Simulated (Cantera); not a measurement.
Si + CO2 + H2 (thermal oxidation and active oxidation of silicon)

Input: 1 mol Si, 0.55 mol CO2, 120 mol H2, held at 5.80 bar.

These are equilibrium values from Cantera (NASA tables, ideal gas, pure condensed phases), not measurements of a reactor. Candidate condensed phases: C, C6H6, C7H8, C8H18, H2O, Si, SiC, SiO2; 123 gas species. Mutual solubility and eutectic melting of coexisting phases are not modelled. The tables hold silica as quartz up to 1696 K and as liquid above; real silica turns to tridymite and cristobalite and melts near 1996 K. Gases not in the tables: Si2H6 and higher silanes. Kinetics and transport are ignored.

From 802 °C to 1402 °C the condensed part is SiC(s) + SiO2(β-quartz). At 1502 °C the condensed part is SiC(s) + SiO2(condensed). From 1602 °C to 1702 °C the condensed part is SiC(s). From 1802 °C to 1902 °C the condensed part is Si(l) + SiC(s). The main Si-bearing gas is SiH4 at 802 °C and SiO at 1902 °C.

| T (°C) | x H2 | x SiO | x CO | x H | x CH4 | x SiH2 | x H2O | x SiH | n SiC(s) | n SiO2(β-quartz) | n SiO2(condensed) | n Si(l) |
|---|---|---|---|---|---|---|---|---|---|---|---|---|
| 802 | 0.999 | 7.82e-10 | 4.98e-11 | 6.09e-9 | 0.000835 | 1.60e-10 | 1.14e-8 | <1e-12 | 0.450 | 0.550 | 0 | 0 |
| 902 | 0.999 | 1.94e-8 | 3.22e-9 | 5.09e-8 | 0.000835 | 1.36e-9 | 8.59e-8 | <1e-12 | 0.450 | 0.550 | 0 | 0 |
| 1002 | 0.999 | 2.87e-7 | 1.08e-7 | 3.06e-7 | 0.000834 | 8.22e-9 | 4.69e-7 | 1.27e-11 | 0.450 | 0.550 | 0 | 0 |
| 1102 | 0.999 | 2.85e-6 | 2.15e-6 | 1.42e-6 | 0.000832 | 3.83e-8 | 1.99e-6 | 1.42e-10 | 0.450 | 0.550 | 0 | 0 |
| 1202 | 0.999 | 2.09e-5 | 2.69e-5 | 5.38e-6 | 0.000801 | 1.49e-7 | 6.76e-6 | 1.18e-9 | 0.451 | 0.547 | 0 | 0 |
| 1302 | 0.999 | 0.000132 | 0.000177 | 1.72e-5 | 0.000627 | 6.07e-7 | 1.76e-5 | 9.21e-9 | 0.454 | 0.530 | 0 | 0 |
| 1402 | 0.998 | 0.000778 | 0.000563 | 4.82e-5 | 0.000364 | 2.89e-6 | 3.47e-5 | 7.78e-8 | 0.439 | 0.467 | 0 | 0 |
| 1502 | 0.994 | 0.00365 | 0.00161 | 0.000120 | 0.000229 | 1.12e-5 | 6.28e-5 | 5.02e-7 | 0.329 | 0 | 0.229 | 0 |
| 1602 | 0.990 | 0.00644 | 0.00258 | 0.000271 | 0.000180 | 3.15e-5 | 5.66e-5 | 2.22e-6 | 0.215 | 0 | 0 | 0 |
| 1702 | 0.990 | 0.00642 | 0.00263 | 0.000565 | 0.000155 | 7.57e-5 | 3.27e-5 | 8.00e-6 | 0.211 | 0 | 0 | 0 |
| 1802 | 0.989 | 0.00618 | 0.00288 | 0.00110 | 0.000143 | 0.000158 | 2.03e-5 | 2.41e-5 | 0.182 | 0 | 0 | 0.0443 |
| 1902 | 0.988 | 0.00524 | 0.00383 | 0.00202 | 0.000156 | 0.000262 | 1.37e-5 | 5.54e-5 | 0.0609 | 0 | 0 | 0.258 |
x: gas mole fraction; n: condensed amount in mol.
